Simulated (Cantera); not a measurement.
Input: 1 mol BN, 26 mol HCl, equilibrated at 1875 K and 10.0 mbar.

Cantera equilibrium calculation (NASA polynomials, part measured and part estimated; ideal gas, pure solids and liquids). Candidate condensed phases: B, BN, NH₄Cl; 21 gas species. The tables' values for BCl₂, BCl are old estimates; treat these amounts as uncertain. Gases not in the tables: BHCl₂. Equilibrium is a limit: real reactors are often held back by kinetics, nucleation or transport.

### Question
What is the equilibrium state?

### Answer
- x(HCl): 0.865
- x(H₂): 0.0585
- x(BCl₃): 0.0292
- x(N₂): 0.0189
- x(Cl): 0.0178
- x(BCl₂): 0.00464
- x(BCl): 0.00404
- x(H): 0.00159
- x(Cl₂): 1.60e-5
- gas amount: 26.42 mol
- log10 activity of B(s) (absent): -1.91
